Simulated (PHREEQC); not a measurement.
Solution (55 °C): 0.47 mol/kgw H2SO4 and 3.4 mol/kgw KCl. It is in equilibrium with CO2 at log p = 0 (atm). Otherwise closed; pH follows from the charge balance.

Computed with PHREEQC (Pitzer model, pitzer.dat).

**Question.** The ionic strength comes out as 3.95 mol/kgw. What activity coefficients do HSO4-, K+, SO4-2, Cl-, H+ get?

**Answer.** HSO4- 0.38, K+ 0.61, SO4-2 0.022, Cl- 0.59, H+ 1.6. Single-ion values are on the MacInnes scale.

This is a speciation only: nothing precipitates in the calculation. In brines, pH and single-ion activities rest on the MacInnes convention. Constants without temperature data keep their 25 °C values here.
